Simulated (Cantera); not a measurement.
Input (Python, Cantera) and output of one run.

```python
import numpy as np
import cantera as ct

gas_names = [...]  # 45 gases of nasa_gas.yaml made of Al, Cl, H, N, O
cond_names = """
    AL(cr) AL(L) ALCL3(s) ALCL3(L) ALN(s) AL2O3(a) AL2O3(L) H2O(s) H2O(L) NH4CL(a) NH4CL(b)
""".split()


# ... load() reads the species with a 1 bar reference pressure and builds the phases ...
atoms = {
    'Al': {'AL': 1},
    'HCl': {'H': 1, 'CL': 1},
    'N2': {'N': 2},
    'N2O': {'N': 2, 'O': 1},
}
top_T = {'ALN(s)': 2750}  # K; cautious upper limits of use, not melting points


# ... equilibrate(T, P, feed) seeds the gas with the atoms and calls Mixture.equilibrate('TP', solver="vcs", rtol=1e-11, max_steps=5000) ...
results = []
feed = {'Al': 1, 'HCl': 2.5, 'N2': 13, 'N2O': 4.1}  # mol
P = 1000  # Pa
for T in [725, 825, 925, 1025, 1125, 1225, 1325, 1425, 1525, 1625, 1725]:
    mix = equilibrate(T, P, feed)
    results.append((T, P, feed, dict(zip(mix.species_names, mix.species_moles))))

top = {s: max(r[3][s] / sum(r[3][g] for g in gas_names) for r in results) for s in gas_names}
cols = sorted((s for s in top if top[s] > 1e-05), key=lambda s: -top[s])[:7]
seen = [c for c in cond_names if any(r[3].get(c, 0) > 1e-12 for r in results)]
print("log10 of partial pressures in bar; condensed amounts in mol")
print(f"{'T/K':>10s}" + "".join(f"{s[:9]:>10s}" for s in cols + seen))
for T, P, feed, n in results:
    ng = sum(n[g] for g in gas_names)
    print(f"{T:10.4g}" + "".join(f"{np.log10(max(n[s] / ng * P / 1e5, 1e-99)):10.3f}" for s in cols)
          + "".join(f"{n.get(c, 0):10.4g}" for c in seen))
```

It prints:

```
log10 of partial pressures in bar; condensed amounts in mol
       T/K        N2       HCL        O2        CL       H2O       CL2        NO  AL2O3(a)
       725    -2.082    -3.139    -3.294    -7.671    -3.616    -3.616    -8.613       0.5
       825    -2.084    -3.058    -3.264    -6.676    -3.782    -3.783    -7.801       0.5
       925    -2.085    -3.013    -3.246    -5.905    -3.934    -3.936    -7.167       0.5
      1025    -2.085    -2.988    -3.236    -5.290    -4.063    -4.076    -6.658       0.5
      1125    -2.086    -2.974    -3.230    -4.796    -4.162    -4.215    -6.241       0.5
      1225    -2.087    -2.969    -3.228    -4.404    -4.211    -4.379    -5.894       0.5
      1325    -2.088    -2.972    -3.230    -4.110    -4.193    -4.597    -5.601       0.5
      1425    -2.088    -2.983    -3.237    -3.897    -4.114    -4.867    -5.352       0.5
      1525    -2.089    -3.002    -3.247    -3.740    -4.011    -5.157    -5.137       0.5
      1625    -2.090    -3.027    -3.260    -3.617    -3.908    -5.442    -4.952       0.5
      1725    -2.091    -3.056    -3.275    -3.516    -3.817    -5.712    -4.789       0.5
```

Method: chemical equilibrium by Gibbs-energy minimisation in Cantera with the NASA 1993 tables (ideal gas, pure condensed phases). Condensed phases not in the tables: AlOCl.
